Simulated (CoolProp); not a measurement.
The fluid at 298.15 K and 6.1 MPa is throttled through a valve to 0.926 MPa with no heat exchange. The same conditions are run with several fluids, on thermodynamics alone (safety and materials aside).

The numbers come from the reference Helmholtz-energy equation of state of each fluid (n-octane: Beckmüller 2019; decamethyltetrasiloxane (MD2M): Thol 2017; R1336mzz(Z): McLinden 2020; benzene: Thol 2012; CH2F2 (R32): Tillner-Roth 1997) in CoolProp.

```csv
fluid,temperature change (K),final phase,final density (kg/m³)
n-octane,+2.2,liquid,…
decamethyltetrasiloxane (MD2M),…,liquid,…
R1336mzz(Z),…,liquid,…
benzene,+2.2,liquid,…
CH2F2 (R32),-20.9,…,…
```

Task: Some entries are withheld; supply them.

Result: 
- n-octane, final density (kg/m³): 698
- decamethyltetrasiloxane (MD2M), temperature change (K): +2.3
- decamethyltetrasiloxane (MD2M), final density (kg/m³): 848
- R1336mzz(Z), temperature change (K): +1.4
- R1336mzz(Z), final density (kg/m³): 1360
- benzene, final density (kg/m³): 872
- CH2F2 (R32), final phase: two-phase, vapour fraction 0.120
- CH2F2 (R32), final density (kg/m³): 178
